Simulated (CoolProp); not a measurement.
Vapour-liquid equilibrium of acetone (1) + ethanol (2) at 1.6 bar; x and y are mole fractions of (1).

Values from CoolProp's multi-fluid Helmholtz-energy mixture model, Lemmon 2006 and Schroeder 2014; pair parameters Bell 2016.

```json
[
 {"x": "0.05", "bubble temperature (K)": "360.9", "y at the bubble point": "0.134", "dew temperature at overall composition x (K)": "362.6", "liquid density (mol/L)": "15.55"},
 {"x": "0.15", "bubble temperature (K)": "356.7", "y at the bubble point": "0.328", "dew temperature at overall composition x (K)": "360.6", "liquid density (mol/L)": "15.20"},
 {"x": "0.25", "bubble temperature (K)": "353.5", "y at the bubble point": "0.459", "dew temperature at overall composition x (K)": "358.4", "liquid density (mol/L)": "14.85"},
 {"x": "0.35", "bubble temperature (K)": "351.1", "y at the bubble point": "0.556", "dew temperature at overall composition x (K)": "356.2", "liquid density (mol/L)": "14.50"},
 {"x": "0.45", "bubble temperature (K)": "349.2", "y at the bubble point": "0.633", "dew temperature at overall composition x (K)": "353.8", "liquid density (mol/L)": "14.16"},
 {"x": "0.55", "bubble temperature (K)": "347.7", "y at the bubble point": "0.700", "dew temperature at overall composition x (K)": "351.3", "liquid density (mol/L)": "13.84"},
 {"x": "0.65", "bubble temperature (K)": "346.4", "y at the bubble point": "0.761", "dew temperature at overall composition x (K)": "348.8", "liquid density (mol/L)": "13.54"},
 {"x": "0.75", "bubble temperature (K)": "345.3", "y at the bubble point": "0.823", "dew temperature at overall composition x (K)": "346.7", "liquid density (mol/L)": "13.25"},
 {"x": "0.85", "bubble temperature (K)": "344.4", "y at the bubble point": "0.888", "dew temperature at overall composition x (K)": "344.9", "liquid density (mol/L)": "12.98"},
 {"x": "0.95", "bubble temperature (K)": "343.6", "y at the bubble point": "0.960", "dew temperature at overall composition x (K)": "343.7", "liquid density (mol/L)": "12.72"}
]
```

No azeotrope shows between x = 0.05 and 0.95.

The pair parameters rest on a limited set of measurements; away from them the model extrapolates.
